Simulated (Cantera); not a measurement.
Input (Python, Cantera):

```python
import numpy as np
import cantera as ct

gas = ct.Solution("gri30.yaml")
gas.TPX = 650, 290000, {'CH4': 1, 'CO': 0.74, 'O2': 1.98, 'N2': 9.4}
flame = ct.FreeFlame(gas, width=0.019)
flame.set_refine_criteria(ratio=3, slope=0.08, curve=0.16)
flame.transport_model = "mixture-averaged"
flame.solve(loglevel=0, auto=True)
z, T = flame.grid, flame.T
thick = (T[-1] - T[0]) / np.gradient(T, z).max()
show = ['CH4', 'CO', 'O2', 'CH2O', 'NO2', 'O']
print(f"laminar burning velocity  {flame.velocity[0] * 100:.3f} cm/s")
print(f"burnt temperature         {T[-1]:.1f} K")
print(f"thermal thickness         {thick * 1e3:.4f} mm")
print(f"grid points               {len(z)}")
z0 = z[flame.heat_release_rate.argmax()]
print(f"{'z/mm':>9s}{'T/K':>9s}{'u/(m/s)':>9s}" + "".join(f"{s:>11s}" for s in show))
rows = []
for k in (-3, -2, -1.5, -1, -0.5, -0.25, 0, 0.25, 0.5, 1, 2, 4, 8):
    zz = z0 + k * thick
    rows.append([k * thick, np.interp(zz, z, T), np.interp(zz, z, flame.velocity),
                 *(np.interp(zz, z, flame.X[gas.species_index(s)]) for s in show)])
    print(f"{rows[-1][0] * 1e3:9.3f}{rows[-1][1]:9.1f}{rows[-1][2]:9.3f}" + "".join(f"{x:11.3e}" for x in rows[-1][3:]))
```

Result:

```
laminar burning velocity  87.587 cm/s
burnt temperature         2241.7 K
thermal thickness         0.1585 mm
grid points               151
     z/mm      T/K  u/(m/s)        CH4         CO         O2       CH2O        NO2          O
   -0.476    650.4    0.877  7.609e-02  5.633e-02  1.507e-01  2.480e-07  5.290e-10  1.120e-13
   -0.317    653.4    0.883  7.572e-02  5.624e-02  1.502e-01  3.282e-06  6.466e-09  1.629e-11
   -0.238    665.3    0.902  7.479e-02  5.623e-02  1.492e-01  2.013e-05  3.600e-08  5.555e-10
   -0.159    734.2    1.000  7.043e-02  5.691e-02  1.441e-01  1.585e-04  2.102e-07  4.736e-08
   -0.079   1093.4    1.506  4.939e-02  6.341e-02  1.151e-01  8.613e-04  2.858e-07  8.199e-06
   -0.040   1459.4    2.021  2.721e-02  7.195e-02  8.078e-02  9.401e-04  8.704e-08  8.283e-05
    0.000   1808.5    2.509  6.626e-03  7.856e-02  4.114e-02  4.721e-04  1.558e-08  5.259e-04
    0.040   1964.5    2.714  5.065e-04  7.190e-02  1.779e-02  7.592e-05  7.042e-09  1.427e-03
    0.079   2017.1    2.772  2.047e-05  6.204e-02  9.590e-03  4.038e-06  7.178e-09  1.744e-03
    0.159   2072.0    2.830  4.755e-08  5.333e-02  5.412e-03  1.185e-08  7.015e-09  1.430e-03
    0.317   2129.2    2.897  3.876e-12  4.978e-02  3.311e-03  9.606e-10  6.677e-09  8.848e-04
    0.634   2179.4    2.958  2.370e-14  4.816e-02  1.752e-03  8.455e-10  6.071e-09  4.325e-04
    1.268   2213.4    2.997  2.466e-14  4.701e-02  7.511e-04  7.815e-10  5.060e-09  1.743e-04
```

Model: GRI-Mech 3.0 (53 species, 325 reactions), integrated in Cantera. Burning velocities carry a grid error of a few per cent, more on coarse grids.
